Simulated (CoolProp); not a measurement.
Vapour-liquid equilibrium of benzene (1) + n-heptane (2) at 0.422 MPa; x and y are mole fractions of (1).

The numbers come from the multi-fluid Helmholtz-energy mixture model, Thol 2012 and Span 2003; pair parameters Bell 2016 in CoolProp.

| x | bubble temperature, mixture model (K) | bubble temperature, Raoult's law (K) | y, mixture model | y, Raoult's law |
|---|---|---|---|---|
| 0.05 | ___ | 427.6 | ___ | 0.075 |
| 0.15 | 423.3 | 425.1 | 0.230 | 0.215 |
| 0.25 | ___ | 422.7 | 0.359 | 0.342 |
| 0.35 | ___ | 420.5 | 0.469 | 0.457 |
| 0.45 | 414.9 | 418.3 | ___ | 0.562 |
| 0.55 | 412.9 | 416.3 | 0.649 | 0.658 |
| 0.65 | ___ | 414.3 | ___ | 0.746 |
| 0.75 | 410.0 | 412.4 | ___ | 0.826 |
| 0.85 | 408.9 | 410.6 | 0.875 | 0.900 |
| 0.95 | 408.2 | 408.8 | 0.955 | 0.968 |

Question: Complete the blanks.

Answer: 
- 0.05, bubble temperature, mixture model (K): 426.9
- 0.05, y, mixture model: 0.082
- 0.25, bubble temperature, mixture model (K): 420.1
- 0.35, bubble temperature, mixture model (K): 417.3
- 0.45, y, mixture model: 0.564
- 0.65, bubble temperature, mixture model (K): 411.3
- 0.65, y, mixture model: 0.726
- 0.75, y, mixture model: 0.800

The largest gap from Raoult's law is -3.4 K in bubble temperature, at x = 0.45. No azeotrope shows between x = 0.05 and 0.95.

The pair parameters rest on a limited set of measurements; away from them the model extrapolates.
